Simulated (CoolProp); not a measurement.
R11 at 293.15 K and 0.244 MPa flows at 10 m/s in a round tube of 2 mm bore and 1.5 µm roughness, fully developed (64/Re and Nu = 3.66 if laminar; Colebrook and Gnielinski if turbulent). Each further row changes one setting.

Computed with CoolProp (reference Helmholtz-energy equation of state, Jacobsen 1992).

```csv
case,Reynolds number,Darcy friction factor,pressure drop (Pa/m),heat-transfer coefficient (W/(m² K)),mass flow (kg/h)
as stated,65200,(withheld),(withheld),16600,(withheld)
velocity 20 m/s,130000,0.0207,3080000,(withheld),(withheld)
diameter 4 mm,130000,(withheld),355000,(withheld),(withheld)
```

**Question.** Complete the blanks.

**Answer.** 
- as stated, Darcy friction factor: 0.0224
- as stated, pressure drop (Pa/m): 835000
- as stated, mass flow (kg/h): 168
- velocity 20 m/s, heat-transfer coefficient (W/(m² K)): 31600
- velocity 20 m/s, mass flow (kg/h): 337
- diameter 4 mm, Darcy friction factor: 0.0191
- diameter 4 mm, heat-transfer coefficient (W/(m² K)): 14900
- diameter 4 mm, mass flow (kg/h): 673

Viscosity comes from a separate model (Klein 1997), an estimate that may be off by 10 % or more. Thermal conductivity comes from a separate model (McLinden 2000), an estimate that may be off by 10 % or more.
